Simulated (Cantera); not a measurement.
What does this Cantera script print?

```python
import numpy as np
import cantera as ct

gas_names = """
    CL CLO CL2 H HCL HOCL HO2 H2 H2O H2O2 O OH O2 O3 Ti TiCL TiCL2 TiCL3 TiCL4 TiO TiOCL TiOCL2 TiO2
""".split()
cond_names = """
    H2O(s) H2O(L) Ti(a) Ti(b) Ti(L) TiCL2(s) TiCL3(s) TiCL4(L) TiO(a) TiO(b) TiO(L) TiO2(ru) TiO2(L)
    Ti2O3(a) Ti2O3(b) Ti2O3(L) Ti3O5(a) Ti3O5(b) Ti3O5(L) Ti4O7(s) Ti4O7(L)
""".split()


# ... load() reads the species with a 1 bar reference pressure and builds the phases ...
atoms = {
    'TiCl4': {'Ti': 1, 'CL': 4},
    'H2': {'H': 2},
    'O2': {'O': 2},
}
top_T = {'TiCL2(s)': 1300, 'TiCL3(s)': 1000}  # K; cautious upper limits of use, not melting points


# ... equilibrate(T, P, feed) seeds the gas with the atoms and calls Mixture.equilibrate('TP', solver="vcs", rtol=1e-11, max_steps=5000) ...
results = []
feed = {'TiCl4': 1, 'H2': 1.2, 'O2': 0.6}  # mol
T = 1673  # K
P = 590  # Pa
mix = equilibrate(T, P, feed)
results.append((T, P, feed, dict(zip(mix.species_names, mix.species_moles))))
print(gas.report(threshold=0.0001))
for i in range(1, mix.n_phases):
    print(f"{mix.phase(i).name:16s} {mix.phase_moles(i):12.5e} mol")
```

It prints:

```
       temperature   1673 K
          pressure   590 Pa
           density   0.0023838 kg/m^3
  mean mol. weight   56.201 kg/kmol
   phase of matter   gas

                          1 kg             1 kmol
                     ---------------   ---------------
          enthalpy       -2.0027e+06       -1.1256e+08  J
   internal energy       -2.2502e+06       -1.2647e+08  J
           entropy            5773.6        3.2448e+05  J/K
    Gibbs function       -1.1662e+07       -6.5541e+08  J
 heat capacity c_p            772.21             43399  J/K
 heat capacity c_v            624.27             35085  J/K

                      mass frac. Y      mole frac. X     chem. pot. / RT
                     ---------------   ---------------   ---------------
                CL          0.023595          0.037407           -22.002
               CL2        0.00037668        0.00029859           -44.003
               HCL           0.53421            0.8235           -37.701
                H2        2.3307e-05        0.00064974           -31.398
               H2O         5.106e-05        0.00015929           -57.978
             TiCL3           0.10034          0.036569           -94.155
             TiCL4           0.33966           0.10065           -116.16
            TiOCL2         0.0016353        0.00068197           -98.734
     [  +15 minor]         0.0001049         8.754e-05

Ti(b)             0.00000e+00 mol
TiCL4(L)          0.00000e+00 mol
TiO(b)            0.00000e+00 mol
TiO2(ru)          5.98776e-01 mol
Ti2O3(b)          0.00000e+00 mol
Ti3O5(b)          0.00000e+00 mol
Ti4O7(s)          0.00000e+00 mol
```

Equilibrium computed with Cantera from the NASA thermochemical tables; the gas is ideal and each condensed phase is pure. The tables' values for TiCl2 are old estimates; treat these amounts as uncertain.
